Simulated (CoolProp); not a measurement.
Properties of n-heptane at several states (Tc = 541.2 K, pc = 27.74 bar, ω = 0.349).

Computed with CoolProp (reference Helmholtz-energy equation of state, Span 2003). It is a short technical equation, of lower accuracy than the large ones.

```
T (K)  p (bar)   phase  speed of sound (m/s)  Joule-Thomson coefficient (K/MPa)
-----  -------  ------  --------------------  ---------------------------------
564.2     3.86     gas                 210.9                              7.208
384       15.3  liquid                 801.5                            -0.2454
207.2     2.15  liquid                  1541                            -0.5115
267.2     6.12  liquid                  1264                            -0.4565
344.2     12.3  liquid                 952.5                            -0.3363
```
